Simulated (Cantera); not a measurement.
Cantera run:

```python
import numpy as np
import cantera as ct

gas_names = """
    CL CL2 H HCL H2 Si SiCL SiCL2 SiCL3 SiCL4 SiH SiHCL3 SiH2 SiH2CL2 SiH3 SiH3CL SiH4 Si2 Si3
""".split()
cond_names = """
    Si(cr) Si(L)
""".split()


# ... load() reads the species with a 1 bar reference pressure and builds the phases ...
atoms = {
    'SiCl4': {'Si': 1, 'CL': 4},
    'Cl2': {'CL': 2},
    'H2': {'H': 2},
}
top_T = {}  # K; cautious upper limits of use, not melting points


# ... equilibrate(T, P, feed) seeds the gas with the atoms and calls Mixture.equilibrate('TP', solver="vcs", rtol=1e-11, max_steps=5000) ...
results = []
feed = {'SiCl4': 1, 'Cl2': 2.9, 'H2': 2.1}  # mol
T = 625  # K
P = 120000  # Pa
mix = equilibrate(T, P, feed)
results.append((T, P, feed, dict(zip(mix.species_names, mix.species_moles))))
print(gas.report(threshold=1e-06))
for i in range(1, mix.n_phases):
    print(f"{mix.phase(i).name:16s} {mix.phase_moles(i):12.5e} mol")
```

Result:

```
       temperature   625 K
          pressure   1.2e+05 Pa
           density   1.4615 kg/m^3
  mean mol. weight   63.288 kg/kmol
   phase of matter   gas

                          1 kg             1 kmol
                     ---------------   ---------------
          enthalpy       -2.5512e+06       -1.6146e+08  J
   internal energy       -2.6333e+06       -1.6666e+08  J
           entropy            3977.3        2.5172e+05  J/K
    Gibbs function        -5.037e+06       -3.1878e+08  J
 heat capacity c_p            676.77             42831  J/K
 heat capacity c_v            545.39             34517  J/K

                      mass frac. Y      mole frac. X     chem. pot. / RT
                     ---------------   ---------------   ---------------
               CL2           0.14937           0.13333            -29.58
               HCL           0.40324               0.7            -41.18
             SiCL4           0.44739           0.16667           -171.45
     [  +16 minor]        9.7716e-09        1.7445e-08

Si(cr)            0.00000e+00 mol
```

Cantera equilibrium calculation (NASA polynomials, part measured and part estimated; ideal gas, pure solids and liquids).
